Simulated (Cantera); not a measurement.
Feed: 1 mol B, 0.6 mol H₂O, 1.9 mol O₂, equilibrated at 0.230 bar.

Equilibrium computed with Cantera from the NASA thermochemical tables; the gas is ideal and each condensed phase is pure. Candidate condensed phases: B, B₂O₃, B₃O₃H₃, H₂O; 23 gas species. Equilibrium is a limit: real reactors are often held back by kinetics, nucleation or transport. All values below are at 1873 K.

Base state: O₂ 0.539, HBO₂ 0.264, H₂O 0.149, B₂O₃ 0.0394, BO₂ 0.00505, OH 0.00235, O 0.000362, (HBO₂)₃ 5.87e-5 (mole fractions); condensed: B₂O₃(l).

**Question.** What changes in the equilibrium state with this change: pressure from 0.230 bar to 0.000130 bar?

**Answer.** 
```csv
species,before,after
O₂,0.539,0.481
HBO₂,0.264,0.279
H₂O,0.149,0.112
BO₂,0.00505,0.0387
O,0.000362,0.0144
OH,0.00235,0.0129
B₂O₃,0.0394,0.0583
(HBO₂)₃,5.87e-5,<1e-9
BO,9.02e-7,0.000308
H,8.91e-6,0.00217
HBO,2.69e-7,1.27e-5
"B₂O₃(l), mol",0.130,0
```
